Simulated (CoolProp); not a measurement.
Properties of R1234ze(E) along the isobar 1.55 MPa.

Values from CoolProp's reference Helmholtz-energy equation of state, Thol 2016.

```json
[
 {"T (K)": "276.3", "phase": "liquid", "cp (kJ/(kg K))": "1.319", "cv (kJ/(kg K))": "0.8920", "expansivity (1/kK)": "2.358"},
 {"T (K)": "280.2", "phase": "liquid", "cp (kJ/(kg K))": "1.328", "cv (kJ/(kg K))": "0.8961", "expansivity (1/kK)": "2.421"},
 {"T (K)": "284.1", "phase": "liquid", "cp (kJ/(kg K))": "1.337", "cv (kJ/(kg K))": "(withheld)", "expansivity (1/kK)": "2.489"},
 {"T (K)": "287.9", "phase": "liquid", "cp (kJ/(kg K))": "1.347", "cv (kJ/(kg K))": "0.9045", "expansivity (1/kK)": "2.562"},
 {"T (K)": "291.8", "phase": "liquid", "cp (kJ/(kg K))": "1.357", "cv (kJ/(kg K))": "0.9089", "expansivity (1/kK)": "2.643"},
 {"T (K)": "295.7", "phase": "liquid", "cp (kJ/(kg K))": "(withheld)", "cv (kJ/(kg K))": "0.9133", "expansivity (1/kK)": "2.732"},
 {"T (K)": "299.5", "phase": "liquid", "cp (kJ/(kg K))": "1.380", "cv (kJ/(kg K))": "0.9176", "expansivity (1/kK)": "2.827"},
 {"T (K)": "303.4", "phase": "liquid", "cp (kJ/(kg K))": "1.394", "cv (kJ/(kg K))": "0.9221", "expansivity (1/kK)": "2.936"},
 {"T (K)": "307.3", "phase": "liquid", "cp (kJ/(kg K))": "1.408", "cv (kJ/(kg K))": "0.9266", "expansivity (1/kK)": "3.057"},
 {"T (K)": "311.1", "phase": "liquid", "cp (kJ/(kg K))": "(withheld)", "cv (kJ/(kg K))": "0.9309", "expansivity (1/kK)": "3.190"},
 {"T (K)": "315", "phase": "liquid", "cp (kJ/(kg K))": "1.440", "cv (kJ/(kg K))": "0.9354", "expansivity (1/kK)": "3.343"},
 {"T (K)": "318.9", "phase": "liquid", "cp (kJ/(kg K))": "1.458", "cv (kJ/(kg K))": "0.9399", "expansivity (1/kK)": "3.519"},
 {"T (K)": "322.7", "phase": "liquid", "cp (kJ/(kg K))": "1.478", "cv (kJ/(kg K))": "(withheld)", "expansivity (1/kK)": "3.715"},
 {"T (K)": "326.6", "phase": "liquid", "cp (kJ/(kg K))": "(withheld)", "cv (kJ/(kg K))": "0.9489", "expansivity (1/kK)": "(withheld)"},
 {"T (K)": "330.4", "phase": "liquid", "cp (kJ/(kg K))": "(withheld)", "cv (kJ/(kg K))": "0.9536", "expansivity (1/kK)": "(withheld)"}
]
```

Problem. Some entries are withheld; supply them.

Solution. 
- 284.1, cv (kJ/(kg K)): 0.9003
- 295.7, cp (kJ/(kg K)): 1.369
- 311.1, cp (kJ/(kg K)): 1.423
- 322.7, cv (kJ/(kg K)): 0.9443
- 326.6, cp (kJ/(kg K)): 1.502
- 326.6, expansivity (1/kK): 3.950
- 330.4, cp (kJ/(kg K)): 1.527
- 330.4, expansivity (1/kK): 4.219
